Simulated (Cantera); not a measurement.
# Transport properties of process gases

Gas mixture: NO = 0.92 (molar parts), at 13300 Pa, frozen composition.

Cantera's kinetic-theory transport with the Lennard-Jones parameters of GRI-Mech 3.0, ideal gas; thermal conductivity in the mixture-averaged form. The composition is frozen, though it would react at the higher temperatures.

```tsv
T (K)	ρ (kg/m³)	cp (J/kg/K)	μ (µPa s)	λ (mW/m/K)	Pr	D (cm²/s) C2H2	D (cm²/s) CH3	D (cm²/s) N2
400	0.120	998.6	23.1	32.4	0.712	2.10	2.82	2.57
500	0.0962	1016	27.0	38.8	0.708	3.11	4.15	3.77
600	0.0802	1041	30.6	45.1	0.706	4.26	5.67	5.14
700	0.0687	1067	34.0	51.3	0.707	5.56	7.36	6.67
800	0.0601	1092	37.1	57.3	0.708	6.97	9.23	8.34
900	0.0535	1114	40.1	63.0	0.708	8.51	11.2	10.2
1000	0.0481	1133	42.9	68.6	0.709	10.2	13.4	12.1
1100	0.0437	1147	45.7	74.1	0.707	11.9	15.7	14.2
```
D: mixture-averaged diffusion coefficient of that species in the mixture.
